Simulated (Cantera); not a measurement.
Input (Python, Cantera) and output of one run.

```python
import numpy as np
import cantera as ct

gas_names = """
    F FO FO2 F2 F2O O O2 O3 Si SiF SiF2 SiF3 SiF4 SiO SiO2 Si2 Si3
""".split()
cond_names = """
    Si(cr) Si(L) SiO2(Lqz) SiO2(hqz) SiO2(L)
""".split()


# ... load() reads the species with a 1 bar reference pressure and builds the phases ...
atoms = {
    'SiO2': {'Si': 1, 'O': 2},
    'F2': {'F': 2},
    'O2': {'O': 2},
}
top_T = {}  # K; cautious upper limits of use, not melting points


# ... equilibrate(T, P, feed) seeds the gas with the atoms and calls Mixture.equilibrate('TP', solver="vcs", rtol=1e-11, max_steps=5000) ...
results = []
feed = {'SiO2': 1, 'F2': 1.2, 'O2': 2.8}  # mol
T = 698  # K
P = 9700  # Pa
mix = equilibrate(T, P, feed)
results.append((T, P, feed, dict(zip(mix.species_names, mix.species_moles))))
print(gas.report(threshold=1e-05))
for i in range(1, mix.n_phases):
    print(f"{mix.phase(i).name:16s} {mix.phase_moles(i):12.5e} mol")
```

Result:

```
       temperature   698 K
          pressure   9700 Pa
           density   0.071553 kg/m^3
  mean mol. weight   42.81 kg/kmol
   phase of matter   gas

                          1 kg             1 kmol
                     ---------------   ---------------
          enthalpy       -5.2882e+06       -2.2639e+08  J
   internal energy       -5.4238e+06       -2.3219e+08  J
           entropy            6377.8        2.7303e+05  J/K
    Gibbs function       -9.7399e+06       -4.1697e+08  J
 heat capacity c_p            995.14             42602  J/K
 heat capacity c_v            800.92             34287  J/K

                      mass frac. Y      mole frac. X     chem. pot. / RT
                     ---------------   ---------------   ---------------
                O2           0.63532              0.85           -28.181
              SiF4           0.36468              0.15           -319.29
     [  +15 minor]        2.0206e-15        2.4602e-15

Si(cr)            0.00000e+00 mol
SiO2(Lqz)         4.00000e-01 mol
```

Cantera equilibrium calculation (NASA polynomials, part measured and part estimated; ideal gas, pure solids and liquids).
